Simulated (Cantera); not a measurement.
Cantera run:

```python
import numpy as np
import cantera as ct

gas_names = """
    CL CL2 H HCL H2 N NH NH2 NH3 N2 N2H2 N2H4 Si SiCL SiCL2 SiCL3 SiCL4 SiH SiHCL3 SiH2 SiH2CL2 SiH3
    SiH3CL SiH4 SiN Si2 Si2N Si3
""".split()
cond_names = """
    NH4CL(a) NH4CL(b) Si(cr) Si(L) Si3N4(a)
""".split()


# ... load() reads the species with a 1 bar reference pressure and builds the phases ...
atoms = {
    'SiCl4': {'Si': 1, 'CL': 4},
    'NH3': {'N': 1, 'H': 3},
    'H2': {'H': 2},
}
top_T = {'Si3N4(a)': 2400}  # K; cautious upper limits of use, not melting points


# ... equilibrate(T, P, feed) seeds the gas with the atoms and calls Mixture.equilibrate('TP', solver="vcs", rtol=1e-11, max_steps=5000) ...
results = []
feed = {'SiCl4': 1, 'NH3': 10, 'H2': 2.1}  # mol
T = 1073.15  # K
P = 60  # Pa
mix = equilibrate(T, P, feed)
results.append((T, P, feed, dict(zip(mix.species_names, mix.species_moles))))
print(gas.report(threshold=1e-05))
for i in range(1, mix.n_phases):
    print(f"{mix.phase(i).name:16s} {mix.phase_moles(i):12.5e} mol")
```

It prints:

```
       temperature   1073.2 K
          pressure   60 Pa
           density   8.547e-05 kg/m^3
  mean mol. weight   12.71 kg/kmol
   phase of matter   gas

                          1 kg             1 kmol
                     ---------------   ---------------
          enthalpy        5.8039e+05         7.377e+06  J
   internal energy       -1.2161e+05       -1.5457e+06  J
           entropy             20355        2.5872e+05  J/K
    Gibbs function       -2.1264e+07       -2.7027e+08  J
 heat capacity c_p            2458.7             31252  J/K
 heat capacity c_v            1804.6             22937  J/K

                      mass frac. Y      mole frac. X     chem. pot. / RT
                     ---------------   ---------------   ---------------
               HCL             0.488           0.17013           -43.995
                H2           0.10225           0.64468           -25.542
                N2           0.40781           0.18503           -34.153
             SiCL2        0.00014559        1.8695e-05            -74.71
             SiCL3        0.00012535        1.1852e-05           -105.93
             SiCL4         0.0016054        0.00012011           -137.16
     [  +22 minor]         6.014e-05        6.2332e-06

Si(cr)            0.00000e+00 mol
Si3N4(a)          3.32113e-01 mol
```

Equilibrium computed with Cantera from the NASA thermochemical tables; the gas is ideal and each condensed phase is pure. The tables' values for SiCl3 are old estimates; treat these amounts as uncertain.
